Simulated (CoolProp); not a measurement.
Computed with CoolProp (reference Helmholtz-energy equation of state, Akasaka 2023).

Q: Give the vapour pressure (kPa), liquid density (kg/m³), enthalpy of vaporisation (kJ/kg), liquid cp (kJ/(kg K)) of saturated R1336mzz(E) at -23.55, 3.75 °C.

A: 
```tsv
T (°C)	p (kPa)	liquid density (kg/m³)	enthalpy of vaporisation (kJ/kg)	liquid cp (kJ/(kg K))
-23.55	23.1	1460	169	1.20
3.75	85.5	1390	156	1.22
```
